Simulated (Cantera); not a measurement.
An adiabatic, constant-volume homogeneous reactor starts with CH4 : CO : O2 : N2 = 1 : 0.45 : 5.3 : 19.9 (molar parts), at 1650 K and 5.00 bar.

Computed with Cantera and GRI-Mech 3.0 (53 species, 325 reactions).

One state of this run: T (K) = 2663; P (bar) = 8.06; x CH4 = <1e-12; x CO = 0.00437; x O2 = 0.113; x H2O = 0.0690; x OH = 0.00989; x CH2O = 1.28e-11; x N2O = 2.89e-6. x: mole fraction; the columns are a selection and need not sum to one.

Task: Which value of t (s) does it belong to?
A. 9.00e-6
B. 2.20e-5
C. 5.38e-5
D. 0.000131

Result: D, 0.000131
